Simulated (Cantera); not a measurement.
A closed system holds: 1 mol Si, 0.1 mol N2O, 30 mol N2, at 1250 K and 26.0 mbar.

Method: chemical equilibrium by Gibbs-energy minimisation in Cantera with the NASA 1993 tables (ideal gas, pure condensed phases). Candidate condensed phases: Si, SiO2, Si2N2O, Si3N4; 16 gas species. Mutual solubility and eutectic melting of coexisting phases are not modelled. Kinetics and transport are ignored.

Base state: N2 1.00 (mole fractions); condensed: Si2N2O(s) + Si3N4(s).

Problem. What changes in the equilibrium state with this change: temperature from 1250 K to 1748 K?

Solution. 
```csv
species,before,after
N2,1.00,0.997
SiO,<1e-9,0.00282
Si,<1e-9,1.52e-5
"Si2N2O(s), mol",0.100,0.0165
"Si3N4(s), mol",0.267,0.294
```
